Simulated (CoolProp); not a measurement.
Properties of n-hexane at several states.

Model: reference Helmholtz-energy equation of state, Thol 2019, in CoolProp.

| T (°C) | p (MPa) | phase | cv (kJ/(kg K)) | speed of sound (m/s) | expansivity (1/kK) |
|---|---|---|---|---|---|
| 31.35 | 0.2 | liquid | 1.779 | [?] | [?] |
| 100.35 | 0.13 | gas | 1.928 | [?] | [?] |
| 169.95 | 1.65 | liquid | 2.343 | 457.3 | [?] |

Question: Some entries are withheld; supply them.

Answer: 
- 31.35, speed of sound (m/s): 1050
- 31.35, expansivity (1/kK): 1.415
- 100.35, speed of sound (m/s): 186.6
- 100.35, expansivity (1/kK): 3.154
- 169.95, expansivity (1/kK): 3.292
